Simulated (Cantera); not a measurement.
A Cantera script and what it prints.

```python
import numpy as np
import cantera as ct

gas_names = """
    H HO2 H2 H2O H2O2 O OH O2 O3 V VO VO2
""".split()
cond_names = """
    H2O(s) H2O(L) V(cr) V(L) VO(s) VO(L) V2O3(s) V2O3(L) V2O4(I) V2O4(II) V2O4(L) V2O5(s) V2O5(L)
""".split()


# ... load() reads the species with a 1 bar reference pressure and builds the phases ...
atoms = {
    'V2O5': {'V': 2, 'O': 5},
    'H2': {'H': 2},
    'H2O': {'H': 2, 'O': 1},
}
top_T = {}  # K; cautious upper limits of use, not melting points


# ... equilibrate(T, P, feed) seeds the gas with the atoms and calls Mixture.equilibrate('TP', solver="vcs", rtol=1e-11, max_steps=5000) ...
results = []
feed = {'V2O5': 1, 'H2': 1100, 'H2O': 9.5}  # mol
P = 13332.2  # Pa
for T in [773, 873, 973, 1073, 1173, 1273, 1373, 1473, 1573, 1673, 1773, 1873]:
    mix = equilibrate(T, P, feed)
    results.append((T, P, feed, dict(zip(mix.species_names, mix.species_moles))))

top = {s: max(r[3][s] / sum(r[3][g] for g in gas_names) for r in results) for s in gas_names}
cols = sorted((s for s in top if top[s] > 1e-06), key=lambda s: -top[s])[:6]
seen = [c for c in cond_names if any(r[3].get(c, 0) > 1e-12 for r in results)]
print("log10 of partial pressures in bar; condensed amounts in mol")
print(f"{'T/K':>10s}" + "".join(f"{s[:9]:>10s}" for s in cols + seen))
for T, P, feed, n in results:
    ng = sum(n[g] for g in gas_names)
    print(f"{T:10.4g}" + "".join(f"{np.log10(max(n[s] / ng * P / 1e5, 1e-99)):10.3f}" for s in cols)
          + "".join(f"{n.get(c, 0):10.4g}" for c in seen))
```

It prints:

```
log10 of partial pressures in bar; condensed amounts in mol
       T/K        H2       H2O         H       VO2        VO        OH     VO(s)   V2O3(s)
       773    -0.880    -2.860   -12.482   -25.083   -30.042   -18.103         0         1
       873    -0.880    -2.860   -10.770   -21.290   -25.374   -15.893         0         1
       973    -0.880    -2.860    -9.406   -18.287   -21.682   -14.134         0         1
      1073    -0.880    -2.860    -8.293   -15.853   -18.691   -12.701         0         1
      1173    -0.880    -2.860    -7.368   -13.843   -16.222   -11.510         0         1
      1273    -0.880    -2.860    -6.587   -12.156   -14.151   -10.505         0         1
      1373    -0.880    -2.860    -5.917   -10.721   -12.390    -9.646         0         1
      1473    -0.880    -2.860    -5.338    -9.488   -10.876    -8.902         0         1
      1573    -0.880    -2.860    -4.831    -8.417    -9.562    -8.253         0         1
      1673    -0.880    -2.860    -4.383    -7.480    -8.411    -7.681         0    0.9998
      1773    -0.880    -2.824    -3.986    -6.667    -7.446    -7.137     1.998         0
      1873    -0.881    -2.824    -3.631    -6.016    -6.627    -6.684      1.99         0
```

Method: chemical equilibrium by Gibbs-energy minimisation in Cantera with the NASA 1993 tables (ideal gas, pure condensed phases). VO: taken at fixed stoichiometry. Condensed phases not in the tables: the oxides between V2O3 and V2O5 other than VO2.
